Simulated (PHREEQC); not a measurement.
Dissolve 94 mmol/kgw HF, 23 mmol/kgw NaF and 180 mmol/kgw HCl at 90 °C. Closed to the air; pH follows from the charge balance.

Computed with PHREEQC (ion-association model, phreeqc.dat).

```csv
quantity,before,after
pH,0.91,0.90
ionic strength (mol/kgw),0.180,0.181
F- (mol/kgw),0.000263,0.000519
HF2- (mol/kgw),0.000125,0.000261
```

Problem. Name the change that produced these shifts.
(A) temperature from 90 to 80 °C
(B) NaF from 0.023 to 0.0253 mol/kgw
(C) temperature from 90 to 55 °C
(D) 0.0022 mol/kgw H3PO4 added
(E) HF replaced by (CH3)4NF at the same molality

Solution. C, temperature from 90 to 55 °C

Precipitation was switched off in this run. Constants without temperature data keep their 25 °C values here.
